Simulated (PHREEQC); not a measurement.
Solution (25 °C): 72 mmol/kgw HF and 0.052 mmol/kgw (NH4)2SiF6. Closed to the air; pH follows from the charge balance.

All values are PHREEQC results (ion-association model, wateq4f.dat), not measurements.

```
quantity                   before     after
------------------------  -------  --------
pH                           2.19      5.84
ionic strength (mol/kgw)  0.00707    0.0721
HF (mol/kgw)               0.0506  0.000121
H2F2 (mol/kgw)            0.00668   3.90e-8
F- (mol/kgw)              0.00579    0.0720
HF2- (mol/kgw)            0.00113   3.41e-5
```

What was changed between the two runs?
A) (NH4)2SiF6 replaced by AgF at the same molality
B) HF replaced by NH4F at the same molality
C) (NH4)2SiF6 left out

B, HF replaced by NH4F at the same molality

No solid was allowed to form. wateq4f.dat counts part of the HF as a dimer, H2F2, which phreeqc.dat doesn't know; its constant is uncertain. SiF6-2 is the database's only silicon fluoride.
